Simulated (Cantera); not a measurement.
A perfectly stirred reactor is fed with CH₄ : H₂O = 1 : 2.8 (molar parts), at 1.01 bar; it is held at 1500 K, and followed from long to short residence time.

Model: GRI-Mech 3.0 (53 species, 325 reactions), integrated in Cantera.

### Question
Predict: x(CH₄) at τ = 29.0 s; x(H₂O) at τ = 29.0 s; x(CH₃) at τ = 29.0 s; x(CH₂O) at τ = 29.0 s; x(CH₂CO) at τ = 29.0 s; x(CH₄) at τ = 0.450 s; x(H₂O) at τ = 0.450 s; x(CH₃) at τ = 0.450 s; x(CH₂O) at τ = 0.450 s; x(CH₂CO) at τ = 0.450 s.

### Answer
- x(CH₄) at τ = 29.0 s = 0.0435
- x(H₂O) at τ = 29.0 s = 0.398
- x(CH₃) at τ = 29.0 s = 2.30e-5
- x(CH₂O) at τ = 29.0 s = 2.22e-7
- x(CH₂CO) at τ = 29.0 s = 5.53e-6
- x(CH₄) at τ = 0.450 s = 0.146
- x(H₂O) at τ = 0.450 s = 0.652
- x(CH₃) at τ = 0.450 s = 9.34e-5
- x(CH₂O) at τ = 0.450 s = 2.99e-6
- x(CH₂CO) at τ = 0.450 s = 3.17e-5
